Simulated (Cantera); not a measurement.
Charge: 1 mol FeS, 0.072 mol H₂S, 35 mol N₂, held at 1575 K.

Equilibrium computed with Cantera from the NASA thermochemical tables; the gas is ideal and each condensed phase is pure. Candidate condensed phases: Fe, FeS, FeS₂, S; 16 gas species. Metal and sulfide melt together well below either melting point, which pure phases cannot show. Mutual solubility and eutectic melting of coexisting phases are not modelled. FeS: taken at fixed stoichiometry. Rates play no part.

x: gas mole fraction; n: condensed amount in mol.

| P (Pa) | x N₂ | x S₂ | x H₂ | x H₂S | x Fe | x SH | n Fe(γ) | n FeS(l) |
|---|---|---|---|---|---|---|---|---|
| 1000 | 0.994 | 0.00427 | 0.00197 | 3.31e-5 | 6.83e-5 | 6.24e-5 | 0.232 | 0.766 |
| 3000 | 0.996 | 0.00142 | 0.00199 | 3.35e-5 | 2.28e-5 | 3.62e-5 | 0.0304 | 0.969 |
| 8800 | 0.997 | 0.000984 | 0.00199 | [?] | 5.45e-6 | 3.01e-5 | 0 | 1.000 |
| 26000 | 0.997 | 0.000968 | 0.00195 | [?] | 1.08e-6 | 2.96e-5 | 0 | 1.000 |
| 77000 | 0.997 | 0.000944 | 0.00190 | [?] | 2.15e-7 | 2.88e-5 | 0 | 1.000 |
| 230000 | 0.997 | 0.000904 | 0.00182 | [?] | 4.26e-8 | 2.76e-5 | 0 | 1.000 |
| 680000 | 0.997 | 0.000846 | 0.00171 | [?] | 8.66e-9 | 2.58e-5 | 0 | 1.00 |
| 2000000 | 0.997 | 0.000767 | 0.00155 | [?] | 1.80e-9 | 2.34e-5 | 0 | 1.00 |

Q: Fill in the missing entries.

A: 
- 8800, x H₂S: 4.75e-5
- 26000, x H₂S: 7.97e-5
- 77000, x H₂S: 0.000132
- 230000, x H₂S: 0.000214
- 680000, x H₂S: 0.000332
- 2000000, x H₂S: 0.000493
